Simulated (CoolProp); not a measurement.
A single-stage vapour-compression cycle with C3F8 (R218): evaporating at 308.15 K (dew point), condensing at 336.15 K (bubble point), superheat 2 K, subcooling 2 K, compressor efficiency 0.75, no pressure losses. Each further row changes one setting.

Model: reference Helmholtz-energy equation of state, Lemmon 2006, in CoolProp. It is a short technical equation, of lower accuracy than the large ones.

```csv
case,cooling COP,pressure ratio,discharge temperature (K),refrigerating effect (kJ/kg),volumetric capacity (kJ/m³)
as stated,4.72,1.93,337.1,36.6,4130
evaporating temperature 313.15 K,6.26,[?],337.6,39.0,5090
condensing temperature 331.15 K,6.64,1.73,331.7,43.9,4950
subcooling 7 K,5.74,1.93,337.1,44.5,5020
superheat 12 K,5.32,1.93,344.3,[?],[?]
compressor efficiency 0.65,4.09,1.93,337.8,36.6,4130
```

### Question
Fill in the missing entries.

### Answer

- evaporating temperature 313.15 K, pressure ratio: 1.70
- superheat 12 K, refrigerating effect (kJ/kg): 46.7
- superheat 12 K, volumetric capacity (kJ/m³): 4820
